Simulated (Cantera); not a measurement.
A closed system holds: 1 mol CuF2, 0.46 mol O2, 49 mol N2, 1.5 mol H2O, at 21000 Pa.

Method: chemical equilibrium by Gibbs-energy minimisation in Cantera with the NASA 1993 tables (ideal gas, pure condensed phases). Candidate condensed phases: Cu, CuF2, CuO, Cu(OH)2, Cu2O, H2O; 45 gas species. Rates play no part. All values below are at 1500 K.

Base state: N2 0.938, HF 0.0375, O2 0.0134, H2O 0.00995, CuF 0.000760, NO 0.000338, OH 1.83e-5, Cu 1.70e-5 (mole fractions); condensed: Cu2O(s).

Question: What changes in the equilibrium state with this change: pressure from 21000 Pa to 1000 Pa?

Answer: 
```
species         before     after
------------  --------  --------
N2               0.938     0.936
HF              0.0375    0.0351
O2              0.0134    0.0136
CuF           0.000760   0.00309
H2O            0.00995    0.0111
Cu             1.70e-5  0.000761
OH             1.83e-5   4.15e-5
NO            0.000338  0.000339
Cu2O(s), mol     0.480     0.399
```
